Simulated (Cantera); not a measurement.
A perfectly stirred reactor is fed with H2 : O2 : N2 = 1.2 : 1 : 0.73 (molar parts), equivalence ratio 0.60, at 750 Torr; it is held at 1200 K, and followed from long to short residence time.

Cantera simulation using GRI-Mech 3.0 (53 species, 325 reactions); the numbers are that mechanism's predictions, not measurements. The temperature is held fixed by assumption; the heat of reaction is taken as removed at once.

### Question
What does this change do: temperature 1200 to 1400 K?

### Answer
```json
[
 {"quantity": "x(H2) at τ = 1.30 s", "before": "0.00100", "after": "6.97e-5"},
 {"quantity": "x(O2) at τ = 1.30 s", "before": "0.172", "after": "0.172"},
 {"quantity": "x(O) at τ = 1.30 s", "before": "1.65e-6", "after": "7.59e-6"},
 {"quantity": "x(OH) at τ = 1.30 s", "before": "1.90e-5", "after": "0.000276"},
 {"quantity": "x(NO) at τ = 1.30 s", "before": "1.68e-8", "after": "3.69e-7"},
 {"quantity": "x(H2) at τ = 37.0 ms", "before": "0.00866", "after": "0.000768"},
 {"quantity": "x(O2) at τ = 37.0 ms", "before": "0.175", "after": "0.172"},
 {"quantity": "x(O) at τ = 37.0 ms", "before": "2.82e-5", "after": "8.84e-5"},
 {"quantity": "x(OH) at τ = 37.0 ms", "before": "7.23e-5", "after": "0.000857"},
 {"quantity": "x(NO) at τ = 37.0 ms", "before": "1.87e-8", "after": "3.90e-7"}
]
```

### Question
What does this change do: pressure from 750 Torr to 450 Torr?

### Answer
```csv
quantity,before,after
x(H2) at τ = 1.30 s,0.00100,0.000404
x(O2) at τ = 1.30 s,0.172,0.172
x(O) at τ = 1.30 s,1.65e-6,5.05e-6
x(OH) at τ = 1.30 s,1.90e-5,8.25e-5
x(NO) at τ = 1.30 s,1.68e-8,4.81e-8
x(H2) at τ = 37.0 ms,0.00866,0.00364
x(O2) at τ = 37.0 ms,0.175,0.173
x(O) at τ = 37.0 ms,2.82e-5,9.07e-5
x(OH) at τ = 37.0 ms,7.23e-5,0.000310
x(NO) at τ = 37.0 ms,1.87e-8,4.42e-8
```
